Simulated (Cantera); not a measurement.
An isothermal, constant-pressure homogeneous reactor starts with C₃H₈ : H₂ = 1 : 49 (molar parts), at 1575 K and 0.00360 bar. Integrator tolerance rtol = 1e-08.

Cantera simulation using GRI-Mech 3.0 (53 species, 325 reactions); the numbers are that mechanism's predictions, not measurements. GRI-Mech 3.0 was tuned for natural gas; its chemistry of propane as a main component is partial and can be far from experiment. GRI-Mech 3.0 stops at C3 and has no aromatics, soot or wall deposition, so with more carbon than oxygen in the feed, carbon stays in small species such as C2H2 where larger ones or solid carbon would form. Radical loss at walls, strong at low pressure, is not modelled.

### Question
What does this change do: pressure from 0.00360 bar to 0.150 bar?

### Answer
```tsv
quantity	before	after
x(C₃H₈) at 10.0 s	1.33e-11 (gas-phase equilibrium <1e-12)	4.24e-11 (gas-phase equilibrium 3.57e-11)
x(H₂) at 10.0 s	0.964 (gas-phase equilibrium 0.971)	0.966 (gas-phase equilibrium 0.967)
x(C₂H₂) at 10.0 s	0.0218 (gas-phase equilibrium 0.0282)	0.0230 (gas-phase equilibrium 0.0238)
x(C₂H₆) at 10.0 s	3.57e-7 (gas-phase equilibrium 2.38e-10)	4.08e-7 (gas-phase equilibrium 3.46e-7)
x(C₂H) at 10.0 s	3.71e-8 (gas-phase equilibrium 5.83e-8)	7.34e-9 (gas-phase equilibrium 7.64e-9)
x(H) at 10.0 s	0.000559 (gas-phase equilibrium 0.000687)	0.000105 (gas-phase equilibrium 0.000106)
x(C₂H₄) at 10.0 s	2.42e-5 (gas-phase equilibrium 1.36e-5)	0.000462 (gas-phase equilibrium 0.000476)
```
